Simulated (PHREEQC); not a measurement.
Consider water at 40 °C with 92 mmol/kgw CuCl2, 0.77 mmol/kgw HCl and 1.9 mmol/kgw H3BO3. Closed to the air; pH follows from the charge balance.

Model: ion-association model, phreeqc.dat, run in PHREEQC.

### Question
The ionic strength comes out as 0.235 mol/kgw. What activity coefficients do Cl-, CuCl+, Cu+2, H+ get?

### Answer
Cl- 0.70, CuCl+ 0.70, Cu+2 0.30, H+ 0.79.

No solid was allowed to form. Species that the database lacks are ignored. Away from 25 °C the constants follow the database's enthalpies or fits; those with neither stay at their 25 °C values.
